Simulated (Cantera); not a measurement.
A freely propagating, adiabatic, planar premixed flame of C3H8 : O2 : N2 = 1 : 3.85 : 14.5 (molar parts), unburnt at 625 K and 1.00 bar; mixture-averaged transport, grid criteria slope 0.08 and curve 0.16, no radiation.

Model: GRI-Mech 3.0 (53 species, 325 reactions), integrated in Cantera. GRI-Mech 3.0 was tuned for natural gas; its chemistry of propane as a main component is partial and can be far from experiment. Burning velocities carry a grid error of a few per cent, more on coarse grids.

Q: Predict: laminar burning velocity; thermal thickness; peak x(OH); peak x(CH2O).

A: 
```
Property                     Value
------------------------  --------
laminar burning velocity  153 cm/s
thermal thickness         0.264 mm
peak x(OH)                 0.00745
peak x(CH2O)               0.00203
```
